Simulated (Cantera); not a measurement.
Equilibrium for oxide etching and cleaning by halides: B₂O₃ + HCl

Input: 1 mol B₂O₃, 11 mol HCl, equilibrated at 1548 K and 13.3 mbar.

These are equilibrium values from Cantera (NASA tables, ideal gas, pure condensed phases), not measurements of a reactor. Candidate condensed phases: B, B₂O₃, B₃O₃H₃, H₂O; 33 gas species. The tables' values for BOCl are old estimates; treat these amounts as uncertain. Gases not in the tables: BHCl₂. The numbers say what is thermodynamically allowed, not how fast it happens.

The x(HCl) is 0.968 and the x(HBO₂) is 0.0101. The x(BOCl) is 0.00898, the x(Cl) is 0.00439 and the x(B₂O₃) is 0.00421. The x(H₂) is 0.00221. The x(H₂O) is 0.00101 and the x(BCl₃) comes out as 0.000765. The x(B₃O₃Cl₃) is 0.000272 and the n(B₂O₃(l)) is 0.838 mol. The gas amount is 11.17 mol, the log10 activity of B(s) (absent) is -6.53 and the log10 activity of B₃O₃H₃(s) (absent) comes out as -19.45.
